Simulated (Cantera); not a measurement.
# NO annealing gas

An isothermal, constant-pressure homogeneous reactor starts with NO : N2 = 1 : 15 (molar parts), at 2125 K and 135 Torr.

Detailed kinetics in Cantera: GRI-Mech 3.0 (53 species, 325 reactions).

```
t (s)        x NO    x NO2   x N2       x O    x N2O
--------  -------  -------  -----  --------  -------
0.000200   0.0625  3.82e-9  0.938   4.15e-7  3.49e-7
0.000436   0.0625  1.34e-8  0.938   9.77e-7  6.83e-7
0.000950   0.0625  4.13e-8  0.938   2.41e-6  1.19e-6
0.00207    0.0625  1.16e-7  0.938   6.10e-6  1.72e-6
0.00451    0.0625  2.99e-7  0.938   1.50e-5  1.96e-6
0.00983    0.0625  6.92e-7  0.938   3.43e-5  1.98e-6
0.0214     0.0624  1.43e-6  0.938   7.19e-5  1.96e-6
0.0467     0.0621  2.43e-6  0.938  0.000125  1.93e-6
0.102      0.0614  3.15e-6  0.938  0.000165  1.88e-6
0.222      0.0597  3.77e-6  0.939  0.000200  1.77e-6
0.483      0.0555  4.74e-6  0.941  0.000266  1.52e-6
1.05       0.0454  5.64e-6  0.946  0.000380  1.02e-6
2.29       0.0260  4.61e-6  0.955  0.000533  3.91e-7
5.00      0.00840  1.80e-6  0.964  0.000641  1.33e-7
```
x: mole fraction; the columns are a selection and need not sum to one.

Equilibrium at this temperature and pressure: NO 0.00435, NO2 9.66e-7, N2 0.966, O 0.000664, N2O 1.14e-7 (gas phase only).
